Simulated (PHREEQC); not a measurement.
Dissolve 0.00027 mol/kgw KOH, 0.02 mol/kgw LiNO3 and 0.00045 mol/kgw Al2(SO4)3 at 19 °C. Closed to the air; pH follows from the charge balance.

The numbers come from PHREEQC with the ion-association model, wateq4f.dat.

**Question.** The ionic strength comes out as 0.0245 mol/kgw. What activity coefficients do Al(OH)2+, NO3-, K+, AlSO4+, Al+3 get?

**Answer.** Al(OH)2+ 0.87, NO3- 0.85, K+ 0.86, AlSO4+ 0.86, Al+3 0.33.

Precipitation was switched off in this run. Examples of supersaturated solids here: Basaluminite, Boehmite (slow to form). Others may be too. Complexes and solids missing from the database can't appear.
